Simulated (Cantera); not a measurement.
What does this Cantera script print?

```python
import numpy as np
import cantera as ct

gas = ct.Solution("gri30.yaml")
gas.TPX = 1148, 1000000, {'CH3OH': 1, 'O2': 2.34, 'N2': 8.81, 'H2O': 0.33}
reactor = ct.IdealGasConstPressureReactor(gas, energy="on", clone=False)
net = ct.ReactorNet([reactor])
net.rtol, net.atol = 1e-08, 1e-16
show = ['CH3OH', 'O2', 'H2O', 'CH2O', 'NO']
times = np.geomspace(3e-06, 1, 16)

steps = ct.SolutionArray(gas, extra=["t"])
rows = []
print(f"{'t/s':>10s}{'T/K':>9s}{'P/Pa':>11s}" + "".join(f"{s:>11s}" for s in show))
for t in times:
    while net.time < t:
        t_next = net.step()
        steps.append(gas.state, t=t_next)
    rows.append([np.interp(t, steps.t, y) for y in (steps.T, steps.P, *steps(*show).X.T)])
    print(f"{t:10.3e}{rows[-1][0]:9.1f}{rows[-1][1]:11.4g}" + "".join(f"{x:11.3e}" for x in rows[-1][2:]))
rate = np.gradient(steps.T, steps.t)
print("integrator steps:", len(steps.t))
if steps.T.max() > steps.T[0] + 200:
    print(f"time of steepest temperature rise: {steps.t[rate.argmax()]:.4e} s")
gas.TPX = 1148, 1000000, {'CH3OH': 1, 'O2': 2.34, 'N2': 8.81, 'H2O': 0.33}
gas.equilibrate("HP")
print(f"equilibrium (HP): T = {gas.T:.1f} K  " + "  ".join(f"{s} {gas[s].X[0]:.3e}" for s in show))
```

Output:

```
       t/s      T/K       P/Pa      CH3OH         O2        H2O       CH2O         NO
 3.000e-06   1148.0      1e+06  8.013e-02  1.875e-01  2.644e-02  1.480e-08  1.202e-21
 7.003e-06   1148.0      1e+06  8.013e-02  1.875e-01  2.644e-02  3.741e-08  2.970e-21
 1.635e-05   1148.0      1e+06  8.013e-02  1.875e-01  2.644e-02  9.485e-08  7.229e-21
 3.817e-05   1148.0      1e+06  8.013e-02  1.875e-01  2.644e-02  2.346e-07  1.737e-20
 8.910e-05   1148.0      1e+06  8.013e-02  1.875e-01  2.644e-02  5.675e-07  4.164e-20
 2.080e-04   1148.0      1e+06  8.013e-02  1.875e-01  2.644e-02  1.391e-06  1.031e-19
 4.856e-04   1148.0      1e+06  8.012e-02  1.875e-01  2.644e-02  3.847e-06  3.095e-19
 1.134e-03   1148.0      1e+06  8.011e-02  1.875e-01  2.645e-02  1.656e-05  2.166e-18
 2.646e-03   1148.5      1e+06  7.985e-02  1.873e-01  2.662e-02  2.454e-04  8.622e-17
 6.178e-03   2398.7      1e+06  2.380e-18  6.325e-02  1.752e-01  6.307e-12  1.778e-03
 1.442e-02   2391.0      1e+06  2.244e-18  6.117e-02  1.753e-01  5.996e-12  6.001e-03
 3.367e-02   2385.8      1e+06  2.158e-18  5.979e-02  1.754e-01  5.799e-12  8.785e-03
 7.860e-02   2385.1      1e+06  2.146e-18  5.960e-02  1.754e-01  5.772e-12  9.184e-03
 1.835e-01   2385.1      1e+06  2.146e-18  5.960e-02  1.754e-01  5.772e-12  9.187e-03
 4.284e-01   2385.1      1e+06  2.146e-18  5.960e-02  1.754e-01  5.772e-12  9.187e-03
 1.000e+00   2385.1      1e+06  2.146e-18  5.960e-02  1.754e-01  5.772e-12  9.187e-03
integrator steps: 2152
time of steepest temperature rise: 3.9183e-03 s
equilibrium (HP): T = 2385.1 K  CH3OH 2.239e-18  O2 5.960e-02  H2O 1.754e-01  CH2O 5.772e-12  NO 9.187e-03
```

Model: GRI-Mech 3.0 (53 species, 325 reactions), integrated in Cantera. GRI-Mech 3.0 was tuned for natural gas; its chemistry of methanol as a main component is partial and can be far from experiment.
